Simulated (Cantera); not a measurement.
Input: 1 mol SiH2Cl2, 3.9 mol NH3, 1.7 mol H2, equilibrated at 19000 Pa.

Method: chemical equilibrium by Gibbs-energy minimisation in Cantera with the NASA 1993 tables (ideal gas, pure condensed phases). Candidate condensed phases: NH4Cl, Si, Si3N4; 28 gas species. The tables' values for SiCl3, SiCl are old estimates; treat these amounts as uncertain. Gases not in the tables: Si2H6 and higher silanes. Equilibrium is a limit: real reactors are often held back by kinetics, nucleation or transport. All values below are at 1800 K.

Base state: H2 0.714, N2 0.137, HCl 0.118, SiCl2 0.0296, SiCl3 0.000912, H 0.000694, Cl 8.81e-5, SiHCl3 6.86e-5 (mole fractions); condensed: Si3N4(s).

### Question
What changes in the equilibrium state with this change: H2 from 1.7 to 98 mol?

### Answer
```csv
species,before,after
H2,0.714,0.963
N2,0.137,0.0181
HCl,0.118,0.0167
SiCl2,0.0296,0.000897
SiCl4,4.54e-5,2.03e-8
SiCl3,0.000912,3.36e-6
SiHCl3,6.86e-5,2.94e-7
SiH2Cl2,1.88e-5,7.70e-7
"Si3N4(s), mol",0.220,0
"Si(l), mol",0,0.896
```
The tables' values for SiCl are old estimates; treat these amounts as uncertain.

### Question
What changes in the equilibrium state with this change: pressure from 19000 Pa to 41000 Pa?

### Answer
| species | before | after |
|---|---|---|
| H2 | 0.714 | 0.711 |
| N2 | 0.137 | 0.133 |
| HCl | 0.118 | 0.132 |
| SiCl2 | 0.0296 | 0.0226 |
| SiCl | 4.30e-5 | 2.00e-5 |
| SiCl4 | 4.54e-5 | 9.37e-5 |
| Si3N4(s), mol | 0.220 | 0.245 |
